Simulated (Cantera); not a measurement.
# Premixed flame

A freely propagating, adiabatic, planar premixed flame of 7.47 % CH3OH, 15.3 % O2, 67.5 % N2, 9.71 % H2O, unburnt at 548 K and 1.90 bar; mixture-averaged transport, grid criteria slope 0.08 and curve 0.16, no radiation.

Computed with Cantera and GRI-Mech 3.0 (53 species, 325 reactions). GRI-Mech 3.0 was tuned for natural gas; its chemistry of methanol as a main component is partial and can be far from experiment. Burning velocities carry a grid error of a few per cent, more on coarse grids.

```csv
z (mm),T (K),u (m/s),x CH3OH,x O2,x H2O,x O,x N2O,x HCO
-1.30,549,0.279,0.0746,0.153,0.0973,<1e-8,<1e-8,<1e-8
-0.865,556,0.284,0.0743,0.152,0.0988,<1e-8,<1e-8,<1e-8
-0.649,578,0.295,0.0733,0.150,0.103,<1e-8,<1e-8,<1e-8
-0.432,669,0.344,0.0686,0.142,0.116,<1e-8,1.40e-8,<1e-8
-0.216,961,0.503,0.0485,0.117,0.154,<1e-8,7.29e-8,<1e-8
-0.108,1227,0.651,0.0258,0.0926,0.185,5.22e-7,1.47e-7,6.07e-7
0,1527,0.818,0.00195,0.0641,0.217,0.000198,2.66e-7,2.22e-5
0.108,1656,0.883,1.28e-6,0.0499,0.227,0.000965,4.04e-7,1.70e-7
0.216,1722,0.914,<1e-8,0.0448,0.230,0.000877,4.97e-7,<1e-8
0.432,1783,0.943,<1e-8,0.0415,0.233,0.000497,5.89e-7,<1e-8
0.865,1820,0.961,<1e-8,0.0400,0.236,0.000185,5.83e-7,<1e-8
1.73,1834,0.968,<1e-8,0.0396,0.237,5.87e-5,3.61e-7,<1e-8
3.46,1837,0.969,<1e-8,0.0396,0.237,2.89e-5,1.70e-7,<1e-8
```
x: mole fraction of selected species; z is measured from the peak of heat release.

The laminar burning velocity is 27.9 cm/s, the thermal thickness is 0.432 mm and the peak x(O) is 0.000984. The peak x(HCO) is 2.23e-5 and the grid points comes out as 132.
